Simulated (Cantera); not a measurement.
Cantera run, input and output.

```python
import numpy as np
import cantera as ct

gas = ct.Solution("gri30.yaml")
gas.TPX = 1123, 100000, {'H2': 9.4, 'O2': 1, 'N2': 2.7}
reactor = ct.IdealGasConstPressureReactor(gas, energy="off", clone=False)
net = ct.ReactorNet([reactor])
net.rtol, net.atol = 1e-08, 1e-18
show = ['H2', 'O2', 'N2O', 'OH', 'H2O2']
times = np.geomspace(3e-06, 20, 15)

steps = ct.SolutionArray(gas, extra=["t"])
rows = []
print(f"{'t/s':>10s}{'T/K':>9s}{'P/Pa':>11s}" + "".join(f"{s:>11s}" for s in show))
for t in times:
    while net.time < t:
        t_next = net.step()
        steps.append(gas.state, t=t_next)
    rows.append([np.interp(t, steps.t, y) for y in (steps.T, steps.P, *steps(*show).X.T)])
    print(f"{t:10.3e}{rows[-1][0]:9.1f}{rows[-1][1]:11.4g}" + "".join(f"{x:11.3e}" for x in rows[-1][2:]))
rate = np.gradient(steps.T, steps.t)
print("integrator steps:", len(steps.t))
if steps.T.max() > steps.T[0] + 200:
    print(f"time of steepest temperature rise: {steps.t[rate.argmax()]:.4e} s")
gas.TPX = 1123, 100000, {'H2': 9.4, 'O2': 1, 'N2': 2.7}
gas.equilibrate("TP")
print(f"equilibrium (TP): T = {gas.T:.1f} K  " + "  ".join(f"{s} {gas[s].X[0]:.3e}" for s in show))
```

Output:

```
       t/s      T/K       P/Pa         H2         O2        N2O         OH       H2O2
 3.000e-06   1123.0      1e+05  7.176e-01  7.634e-02  1.228e-17  3.261e-11  8.007e-12
 9.216e-06   1123.0      1e+05  7.176e-01  7.634e-02  1.639e-16  1.651e-10  8.583e-11
 2.831e-05   1123.0      1e+05  7.176e-01  7.634e-02  4.875e-15  2.721e-09  1.670e-09
 8.697e-05   1123.0      1e+05  7.166e-01  7.586e-02  1.105e-11  8.798e-06  1.839e-06
 2.672e-04   1123.0      1e+05  6.028e-01  1.352e-05  1.432e-10  1.542e-05  9.840e-10
 8.208e-04   1123.0      1e+05  6.096e-01  3.261e-08  1.742e-11  3.352e-06  1.880e-10
 2.521e-03   1123.0      1e+05  6.110e-01  5.399e-10  7.793e-12  9.830e-07  5.117e-11
 7.746e-03   1123.0      1e+05  6.114e-01  5.797e-11  3.923e-12  3.098e-07  1.337e-11
 2.380e-02   1123.0      1e+05  6.115e-01  1.044e-11  1.174e-12  9.981e-08  2.822e-12
 7.310e-02   1123.0      1e+05  6.116e-01  1.623e-12  2.601e-13  3.238e-08  4.434e-13
 2.246e-01   1123.0      1e+05  6.116e-01  1.923e-13  5.246e-14  1.053e-08  5.564e-14
 6.899e-01   1123.0      1e+05  6.116e-01  1.720e-14  1.036e-14  3.426e-09  6.254e-15
 2.119e+00   1123.0      1e+05  6.116e-01  1.200e-15  1.946e-15  1.116e-09  6.749e-16
 6.510e+00   1123.0      1e+05  6.116e-01  7.711e-17  2.980e-16  3.650e-10  7.255e-17
 2.000e+01   1123.0      1e+05  6.116e-01  5.736e-18  2.936e-17  1.242e-10  8.417e-18
integrator steps: 2857
equilibrium (TP): T = 1123.0 K  H2 6.115e-01  O2 3.913e-19  N2O 2.993e-18  OH 4.664e-11  H2O2 1.187e-18
```

Detailed kinetics in Cantera: GRI-Mech 3.0 (53 species, 325 reactions). The temperature is held fixed by assumption; the heat of reaction is taken as removed at once.
